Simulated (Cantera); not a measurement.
Feed: 1 mol Si2Cl6, 5.1 mol H2, at 752 °C and 1.00 bar.

Cantera equilibrium calculation (NASA polynomials, part measured and part estimated; ideal gas, pure solids and liquids). Candidate condensed phases: Si; 19 gas species. The feed counts by its element totals alone. The tables' values for SiCl3 are old estimates; treat these amounts as uncertain. Equilibrium is a limit: real reactors are often held back by kinetics, nucleation or transport.

Base state: H2 0.737, SiCl4 0.169, SiHCl3 0.0734, HCl 0.0146, SiH2Cl2 0.00355, SiCl3 0.00203, SiCl2 0.000513, SiH3Cl 4.42e-5 (mole fractions); condensed: Si(s).

Task: What changes in the equilibrium state with this change: H2 from 5.1 to 550 mol?

Result: 
```json
[
 {"species": "H2", "before": "0.737", "after": "0.994"},
 {"species": "HCl", "before": "0.0146", "after": "0.00411"},
 {"species": "SiHCl3", "before": "0.0734", "after": "0.00123"},
 {"species": "SiCl4", "before": "0.169", "after": "0.000589"},
 {"species": "SiCl3", "before": "0.00203", "after": "2.93e-5"},
 {"species": "SiCl2", "before": "0.000513", "after": "3.03e-5"},
 {"species": "SiH2Cl2", "before": "0.00355", "after": "0.000283"},
 {"species": "SiH3Cl", "before": "4.42e-5", "after": "1.68e-5"},
 {"species": "Si(s), mol", "before": "0.388", "after": "0.800"}
]
```

Task: What changes in the equilibrium state with this change: H2 from 5.1 to 590 mol?

Result: 
```csv
species,before,after
H2,0.737,0.994
HCl,0.0146,0.00399
SiHCl3,0.0734,0.00112
SiCl4,0.169,0.000524
SiCl3,0.00203,2.68e-5
SiCl2,0.000513,2.86e-5
SiH2Cl2,0.00355,0.000267
"Si(s), mol",0.388,0.826
```
